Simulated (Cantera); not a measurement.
**Equilibrium for carbon deposition, reforming and gasification: C₂H₅OH + O₂ + H₂**

Charge: 1 mol C₂H₅OH, 0.35 mol O₂, 1.7 mol H₂, held at 3500000 Pa.

These are equilibrium values from Cantera (NASA tables, ideal gas, pure condensed phases), not measurements of a reactor. Candidate condensed phases: C, C₆H₆, C₇H₈, C₈H₁₈, H₂O; 110 gas species. The ideal-gas law is rough above about 30 bar. Kinetics and transport are ignored.

| T (°C) | x H₂ | x CH₄ | x H₂O | x CO | x CO₂ | x C₂H₂ (acetylene) | x H | n C(graphite) |
|---|---|---|---|---|---|---|---|---|
| 650 | 0.218 | 0.387 | 0.299 | 0.0254 | 0.0711 | 2.60e-11 | 1.93e-11 | 0.240 |
| 850 | 0.456 | 0.213 | 0.148 | 0.141 | 0.0419 | 1.00e-8 | 4.86e-9 | 0.194 |
| 1050 | 0.616 | 0.0903 | 0.0389 | 0.246 | 0.00840 | 5.08e-7 | 2.10e-7 | 0.0581 |
| 1250 | 0.685 | 0.0378 | 0.00932 | 0.266 | 0.00135 | 8.09e-6 | 3.23e-6 | 0.134 |
| 1450 | 0.711 | 0.0178 | 0.00283 | 0.268 | 0.000304 | 6.44e-5 | 2.60e-5 | 0.206 |
| 1650 | 0.721 | 0.00957 | 0.00109 | 0.267 | 9.38e-5 | 0.000326 | 0.000135 | 0.241 |
| 1850 | 0.725 | 0.00575 | 0.000501 | 0.267 | 3.67e-5 | 0.00120 | 0.000516 | 0.250 |
| 2050 | 0.724 | 0.00376 | 0.000264 | 0.266 | 1.71e-5 | 0.00351 | 0.00157 | 0.230 |
| 2250 | 0.718 | 0.00261 | 0.000153 | 0.266 | 9.07e-6 | 0.00856 | 0.00398 | 0.170 |
x: gas mole fraction; n: condensed amount in mol.

From 650 °C to 2250 °C the condensed part is C(graphite). The main C-bearing gas is CH₄ at 650 °C and CO at 2250 °C. The share of C in condensed phases is highest at 1850 °C (12.5 %) and lowest at 1050 °C (2.9 %).
